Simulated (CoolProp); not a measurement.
Saturation properties of isopentane.

Computed with CoolProp (reference Helmholtz-energy equation of state, Lemmon 2006). It is a short technical equation, of lower accuracy than the large ones.

```tsv
T (°C)	p (bar)	liquid density (kg/m³)	vapour density (kg/m³)	surface tension (mN/m)
10.05	0.5241	629.9	1.652	16.1
15.55	0.6492	624.5	2.016	15.5
21.05	0.7967	619.0	2.441	14.9
26.55	0.9693	613.4	2.932	14.3
32.05	1.170	607.7	3.497	13.7
37.65	1.406	601.9	4.155	13.1
43.15	1.672	596.0	4.892	12.5
48.65	1.975	590.1	5.727	11.9
54.15	2.318	584.0	6.669	11.4
```

It boils at 27.8 °C under 1 atm.

Surface tension comes from a separate correlation (Mulero 2012).
